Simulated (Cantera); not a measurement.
**Ammonia decomposition in nitride growth gas**

An isothermal, constant-pressure homogeneous reactor starts with NH3 : H2 = 1 : 0.11 (molar parts), at 1798 K and 0.133 bar.

Cantera simulation using the gas-phase N/H chemistry of the illustrative SiF4/NH3 mechanism in the Surface Chemkin manual (1991); the numbers are that mechanism's predictions, not measurements. Walls and surfaces, which speed up NH3 decomposition in real reactors, are not modelled.

```tsv
t (s)	x NH3	x H2	x N2H4	x N2H2	x NH2	x N
1.00e-6	0.901	0.0991	<1e-12	<1e-12	1.64e-7	<1e-12
8.75e-6	0.901	0.0991	<1e-12	3.73e-12	1.78e-6	<1e-12
7.65e-5	0.901	0.0991	9.20e-11	1.64e-9	1.60e-5	2.48e-12
0.000669	0.901	0.0992	7.30e-9	2.43e-7	0.000138	3.11e-9
0.00586	0.898	0.101	7.37e-8	3.27e-6	0.000437	6.73e-8
0.0512	0.873	0.119	7.08e-8	3.12e-6	0.000428	7.43e-8
0.448	0.691	0.253	5.11e-8	2.10e-6	0.000364	1.04e-7
3.92	0.162	0.643	7.46e-9	2.87e-7	0.000139	1.38e-7
34.3	0.00107	0.762	3.64e-12	2.54e-10	3.09e-6	3.65e-8
300	5.53e-5	0.762	<1e-12	<1e-12	1.64e-7	2.07e-9
```
x: mole fraction; the columns are a selection and need not sum to one.

Equilibrium at this temperature and pressure: NH3 1.26e-6, H2 0.762, N2H4 <1e-12, N2H2 <1e-12, NH2 3.73e-9, N 4.69e-11 (gas phase only).
